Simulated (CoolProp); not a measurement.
Vapour-liquid equilibrium of dimethyl ether (1) + isobutane (2) at 1780 kPa; x and y are mole fractions of (1).

Model: multi-fluid Helmholtz-energy mixture model, Wu 2011 and Bücker 2006; pair parameters Bell 2016, in CoolProp.

```json
[
 {"x": "0.05", "bubble temperature, mixture model (°C)": "91.3", "bubble temperature, Raoult's law (°C)": "92.5", "y, mixture model": "0.081", "y, Raoult's law": "0.080"},
 {"x": "0.2", "bubble temperature, mixture model (°C)": "84.3", "bubble temperature, Raoult's law (°C)": "87.8", "y, mixture model": "0.287", "y, Raoult's law": "0.293"},
 {"x": "0.35", "bubble temperature, mixture model (°C)": "79.2", "bubble temperature, Raoult's law (°C)": "83.6", "y, mixture model": "0.450", "y, Raoult's law": "0.472"},
 {"x": "0.5", "bubble temperature, mixture model (°C)": "75.4", "bubble temperature, Raoult's law (°C)": "79.8", "y, mixture model": "0.586", "y, Raoult's law": "0.624"},
 {"x": "0.65", "bubble temperature, mixture model (°C)": "72.6", "bubble temperature, Raoult's law (°C)": "76.3", "y, mixture model": "0.708", "y, Raoult's law": "0.755"},
 {"x": "0.8", "bubble temperature, mixture model (°C)": "70.7", "bubble temperature, Raoult's law (°C)": "73.2", "y, mixture model": "0.827", "y, Raoult's law": "0.869"},
 {"x": "0.95", "bubble temperature, mixture model (°C)": "69.5", "bubble temperature, Raoult's law (°C)": "70.2", "y, mixture model": "0.954", "y, Raoult's law": "0.969"}
]
```

The largest gap from Raoult's law is -4.4 K in bubble temperature, at x = 0.5. No azeotrope shows between x = 0.05 and 0.95.

Pair parameters are fitted to limited data, so mixtures are less certain than the pure fluids.
